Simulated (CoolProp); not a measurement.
Saturation properties of propylene.

The numbers come from the reference Helmholtz-energy equation of state, Lemmon 2013 in CoolProp.

```json
[
 {"T (K)": "171.2", "p (MPa)": "0.003403", "enthalpy of vaporisation (kJ/kg)": "494.2", "liquid conductivity (mW/(m K))": "167"},
 {"T (K)": "183.9", "p (MPa)": "0.009260", "enthalpy of vaporisation (kJ/kg)": "481.8", "liquid conductivity (mW/(m K))": "162"},
 {"T (K)": "196.6", "p (MPa)": "0.02174", "enthalpy of vaporisation (kJ/kg)": "469.2", "liquid conductivity (mW/(m K))": "157"},
 {"T (K)": "209.3", "p (MPa)": "0.04537", "enthalpy of vaporisation (kJ/kg)": "456.3", "liquid conductivity (mW/(m K))": "152"},
 {"T (K)": "221.9", "p (MPa)": "0.08564", "enthalpy of vaporisation (kJ/kg)": "442.9", "liquid conductivity (mW/(m K))": "147"},
 {"T (K)": "234.6", "p (MPa)": "0.1503", "enthalpy of vaporisation (kJ/kg)": "___", "liquid conductivity (mW/(m K))": "___"},
 {"T (K)": "247.3", "p (MPa)": "0.2475", "enthalpy of vaporisation (kJ/kg)": "___", "liquid conductivity (mW/(m K))": "136"},
 {"T (K)": "259.9", "p (MPa)": "___", "enthalpy of vaporisation (kJ/kg)": "396.7", "liquid conductivity (mW/(m K))": "130"},
 {"T (K)": "272.6", "p (MPa)": "0.5746", "enthalpy of vaporisation (kJ/kg)": "378.4", "liquid conductivity (mW/(m K))": "124"},
 {"T (K)": "285.3", "p (MPa)": "0.8260", "enthalpy of vaporisation (kJ/kg)": "358.1", "liquid conductivity (mW/(m K))": "118"},
 {"T (K)": "298", "p (MPa)": "___", "enthalpy of vaporisation (kJ/kg)": "335.2", "liquid conductivity (mW/(m K))": "111"},
 {"T (K)": "310.6", "p (MPa)": "1.555", "enthalpy of vaporisation (kJ/kg)": "309.1", "liquid conductivity (mW/(m K))": "105"},
 {"T (K)": "323.3", "p (MPa)": "___", "enthalpy of vaporisation (kJ/kg)": "278.3", "liquid conductivity (mW/(m K))": "98.0"}
]
```

Problem. What belongs in the gaps?

Solution. 
- 234.6, enthalpy of vaporisation (kJ/kg): 428.6
- 234.6, liquid conductivity (mW/(m K)): 142
- 247.3, enthalpy of vaporisation (kJ/kg): 413.2
- 259.9, p (MPa): 0.3849
- 298, p (MPa): 1.150
- 323.3, p (MPa): 2.060

It boils at 225.5 K under 1 atm.

Thermal conductivity comes from a separate model (Huber 2003), an estimate that may be off by 10 % or more.
